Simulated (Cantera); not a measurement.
Input: 1 mol V₂O₅, 1.8 mol H₂, held at 1.20 bar.

Cantera equilibrium calculation (NASA polynomials, part measured and part estimated; ideal gas, pure solids and liquids). Candidate condensed phases: H₂O, V, VO, V₂O₃, V₂O₄, V₂O₅; 12 gas species. Mutual solubility and eutectic melting of coexisting phases are not modelled. Condensed phases not in the tables: the oxides between V₂O₃ and V₂O₅ other than VO₂. The numbers say what is thermodynamically allowed, not how fast it happens. All values below are at 2100 K.

Base state: H₂O 0.953, H₂ 0.0438, OH 0.00154, VO₂ 0.00111, H 0.000596, O₂ 0.000138, O 1.49e-5 (mole fractions); condensed: V₂O₃(s) + V₂O₄(l).

What changes in the equilibrium state with this change: V₂O₅ replaced by Fe₂O₃?


```
species         before     after
------------  --------  --------
H₂O              0.953     0.554
H₂              0.0438     0.443
H             0.000596   0.00189
VO₂            0.00111         0
Fe                   0  0.000335
Fe(OH)₂              0  0.000335
FeO                  0   1.05e-5
O₂            0.000138   4.59e-7
O              1.49e-5   8.60e-7
V₂O₃(s), mol     0.722         0
V₂O₄(l), mol     0.277         0
FeO(l), mol          0      2.00
```
The tables' stoichiometric FeO is somewhat more stable than real wüstite, so its field is too wide. FeO: taken at fixed stoichiometry. Further candidate phases: Fe, FeO, Fe(OH)₂, Fe(OH)₃, Fe₂O₃, Fe₃O₄.
